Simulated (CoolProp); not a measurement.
Computed with CoolProp (reference Helmholtz-energy equation of state, Bücker 2006).

Q: Give the vapour pressure (bar), liquid density (kg/m³), vapour density (kg/m³), liquid cp (kJ/(kg K)) of saturated ethane at 238, 267.4 K.

A: 
```csv
T (K),p (bar),liquid density (kg/m³),vapour density (kg/m³),liquid cp (kJ/(kg K))
238,9.08,469,16.4,2.82
267.4,20.7,414,39.1,3.40
```
